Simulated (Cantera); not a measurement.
Charge: 1 mol SiHCl₃, 0.02 mol HCl, 8.9 mol H₂, held at 948.15 K and 2.90 mbar.

These are equilibrium values from Cantera (NASA tables, ideal gas, pure condensed phases), not measurements of a reactor. Candidate condensed phases: Si; 19 gas species. The tables' values for SiCl₃ are old estimates; treat these amounts as uncertain. The numbers say what is thermodynamically allowed, not how fast it happens.

Base state: H₂ 0.902, SiCl₄ 0.0587, HCl 0.0272, SiHCl₃ 0.00876, SiCl₃ 0.00147, SiCl₂ 0.00125, SiH₂Cl₂ 0.000133 (mole fractions); condensed: Si(s).

**Question.** What changes in the equilibrium state with this change: H₂ from 8.9 to 82 mol?

**Answer.** 
```json
[
 {"species": "H₂", "before": "0.902", "after": "0.979"},
 {"species": "HCl", "before": "0.0272", "after": "0.0146"},
 {"species": "SiCl₄", "before": "0.0587", "after": "0.00411"},
 {"species": "SiCl₃", "before": "0.00147", "after": "0.000201"},
 {"species": "SiHCl₃", "before": "0.00876", "after": "0.00124"},
 {"species": "Si(s), mol", "before": "0.281", "after": "0.504"}
]
```

**Question.** What changes in the equilibrium state with this change: SiHCl₃ replaced by CH₃SiH₃?

**Answer.** 
```
species       before    after
-----------  -------  -------
H₂             0.902    0.998
HCl           0.0272  0.00168
SiCl₂        0.00125  5.35e-7
SiCl₄         0.0587  8.57e-8
SiCl₃        0.00147  3.68e-8
SiHCl₃       0.00876  2.30e-7
Si(s), mol     0.281        0
SiC(s), mol        0    1.000
```
The feed counts by its element totals alone. Further candidate phases: C, C₆H₆, C₇H₈, C₈H₁₈, SiC.
